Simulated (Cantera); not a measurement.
Feed: 1 mol FeS2, 26 mol H2, at 1575 K and 38.0 Pa.

These are equilibrium values from Cantera (NASA tables, ideal gas, pure condensed phases), not measurements of a reactor. Candidate condensed phases: Fe, FeS, FeS2, S; 8 gas species. The numbers say what is thermodynamically allowed, not how fast it happens.

What is the equilibrium state?


```
Quantity                            Result
-------------------------------  ---------
x(H2)                                0.953
x(S2)                               0.0306
x(H2S)                             0.00835
x(SH)                              0.00367
x(H)                               0.00208
x(Fe)                              0.00180
x(S)                              0.000837
n(Fe(γ))                         0.951 mol
gas amount                       26.98 mol
log10 activity of S(l) (absent)      -3.75
```
